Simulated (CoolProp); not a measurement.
1000 sccm (0 °C, 1 atm) of nitrogen bubbles through liquid toluene at 291.5 K and leaves saturated at a total pressure of 0.0597 MPa (ideal gas phase). Each further row changes one setting.

Model: reference Helmholtz-energy equation of state, Lemmon 2006, in CoolProp. It is a short technical equation, of lower accuracy than the large ones.

```json
[
 {"case": "as stated", "vapour pressure (kPa)": "2.67", "mole fraction of vapour": "0.0447", "delivery (mg/min)": "192", "delivery (sccm)": "46.8", "change of delivery for a bath 1 K warmer (%)": "5.9"},
 {"case": "bath temperature 296.5 K", "vapour pressure (kPa)": "3.49", "mole fraction of vapour": "0.0584", "delivery (mg/min)": "255", "delivery (sccm)": "62.0", "change of delivery for a bath 1 K warmer (%)": "5.7"},
 {"case": "total pressure 0.119 MPa", "vapour pressure (kPa)": "2.67", "mole fraction of vapour": "0.0224", "delivery (mg/min)": "94.3", "delivery (sccm)": "22.9", "change of delivery for a bath 1 K warmer (%)": "5.7"}
]
```
